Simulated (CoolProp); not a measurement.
Vapour-liquid equilibrium of R1234ze(E) (1) + n-pentane (2) at 0.327 MPa; x and y are mole fractions of (1).

Values from CoolProp's multi-fluid Helmholtz-energy mixture model, Thol 2016 and Thol 2019; pair parameters Bell 2016.

```json
[
 {"x": "0.05", "bubble temperature (K)": "333.5", "y at the bubble point": "0.345", "dew temperature at overall composition x (K)": "346.6", "liquid density (mol/L)": "8.136"},
 {"x": "0.125", "bubble temperature (K)": "317.9", "y at the bubble point": "0.608", "dew temperature at overall composition x (K)": "343.5", "liquid density (mol/L)": "8.448"},
 {"x": "0.2", "bubble temperature (K)": "308.2", "y at the bubble point": "0.730", "dew temperature at overall composition x (K)": "340.3", "liquid density (mol/L)": "8.681"},
 {"x": "0.275", "bubble temperature (K)": "302.0", "y at the bubble point": "0.795", "dew temperature at overall composition x (K)": "336.9", "liquid density (mol/L)": "8.869"},
 {"x": "0.35", "bubble temperature (K)": "298.0", "y at the bubble point": "0.832", "dew temperature at overall composition x (K)": "333.2", "liquid density (mol/L)": "[?]"},
 {"x": "0.425", "bubble temperature (K)": "295.2", "y at the bubble point": "0.857", "dew temperature at overall composition x (K)": "329.3", "liquid density (mol/L)": "9.181"},
 {"x": "0.5", "bubble temperature (K)": "293.1", "y at the bubble point": "0.875", "dew temperature at overall composition x (K)": "325.0", "liquid density (mol/L)": "9.325"},
 {"x": "0.575", "bubble temperature (K)": "291.6", "y at the bubble point": "0.889", "dew temperature at overall composition x (K)": "320.2", "liquid density (mol/L)": "[?]"},
 {"x": "0.65", "bubble temperature (K)": "290.3", "y at the bubble point": "0.902", "dew temperature at overall composition x (K)": "314.8", "liquid density (mol/L)": "9.624"},
 {"x": "0.725", "bubble temperature (K)": "289.1", "y at the bubble point": "0.915", "dew temperature at overall composition x (K)": "308.7", "liquid density (mol/L)": "9.788"},
 {"x": "0.8", "bubble temperature (K)": "288.0", "y at the bubble point": "[?]", "dew temperature at overall composition x (K)": "301.5", "liquid density (mol/L)": "9.970"},
 {"x": "0.875", "bubble temperature (K)": "286.9", "y at the bubble point": "0.950", "dew temperature at overall composition x (K)": "293.1", "liquid density (mol/L)": "10.17"},
 {"x": "0.95", "bubble temperature (K)": "285.7", "y at the bubble point": "0.976", "dew temperature at overall composition x (K)": "286.8", "liquid density (mol/L)": "10.40"}
]
```

Problem. Fill in the missing entries.

Solution. 
- 0.35, liquid density (mol/L): 9.032
- 0.575, liquid density (mol/L): 9.471
- 0.8, y at the bubble point: 0.930

No azeotrope shows between x = 0.05 and 0.95.

Pair parameters are fitted to limited data, so mixtures are less certain than the pure fluids. With so large a gap from Raoult's law the liquid may split in two, which this calculation doesn't test in full.
